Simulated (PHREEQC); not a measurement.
0.024 g of hydrous ferric oxide (600 m²/g; 0.2 weak and 0.005 strong sites per Fe, Dzombak-Morel constants, diffuse double layer) in 1 kg of water with 0.01 mol/kgw of an inert sodium salt, at 25 °C; the pH is set by adding NaOH or the inert anion's acid. Oxygen is held at 0.21 atm. The system is closed to CO2. Precipitation was switched off in this run.

Base run: PHREEQC, ion-association model, wateq4f.dat. Each further column changes one thing. The table gives surface charge σ (C/m²).

```csv
pH,base,background salt from 0.01 to 0.001 mol/kgw,oxide from 0.024 to 0.12 g/kgw,0.00012 mol/kgw SrCl2 added
3,0.324,0.252,0.325,0.325
3.75,0.245,0.143,0.246,0.247
4.12,0.202,0.106,0.202,0.204
4.88,0.123,0.056,0.124,0.125
5.25,0.094,0.040,0.094,0.095
6,0.049,0.019,0.050,0.050
6.75,0.023,0.008,0.023,0.024
7.12,0.015,0.005,0.015,0.015
7.88,0.003,0.001,0.003,0.004
8.25,-0.002,-0.001,-0.002,-0.001
9,-0.013,-0.004,-0.013,-0.009
```

The oxide is taken as insoluble; below pH 4 it would dissolve.
